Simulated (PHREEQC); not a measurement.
**Hard or scaling water: speciation**

Solution (40 °C): 0.095 mol/kgw MgCl2, 3.5e-05 mol/kgw Na2HPO4 and 4.2e-05 mol/kgw MgSO4. Closed to the air; pH follows from the charge balance.

All values are PHREEQC results (ion-association model, phreeqc.dat), not measurements.

```
Property                      Value
--------------------  -------------
pH                             6.91
ionic strength        0.285 mol/kgw
specific conductance    22800 µS/cm
density                 1.000 g/cm³
total alkalinity      0.0350 meq/kg
```

| species | molality | activity | log γ |
|---|---|---|---|
| Cl- | 0.190 | 0.130 | -0.166 |
| Mg+2 | 0.0950 | 0.0293 | -0.511 |
| Na+ | 7.00e-5 | 5.08e-5 | -0.139 |
| MgSO4 | 2.93e-5 | 3.13e-5 | 0.029 |
| MgHPO4 | 2.50e-5 | 2.67e-5 | 0.029 |
| SO4-2 | 1.27e-5 | 3.15e-6 | -0.606 |
| MgOH+ | 4.24e-6 | 3.14e-6 | -0.130 |
| HPO4-2 | 3.70e-6 | 9.41e-7 | -0.594 |
| MgH2PO4+ | 2.99e-6 | 2.15e-6 | -0.143 |
| H2PO4- | 2.38e-6 | 1.71e-6 | -0.143 |
| MgPO4- | 9.37e-7 | 6.74e-7 | -0.143 |
| OH- | 3.54e-7 | 2.38e-7 | -0.173 |
| H+ | 1.57e-7 | 1.22e-7 | -0.108 |
| NaSO4- | 1.22e-9 | 8.78e-10 | -0.143 |

This is a speciation only: nothing precipitates in the calculation. Constants without temperature data keep their 25 °C values here.
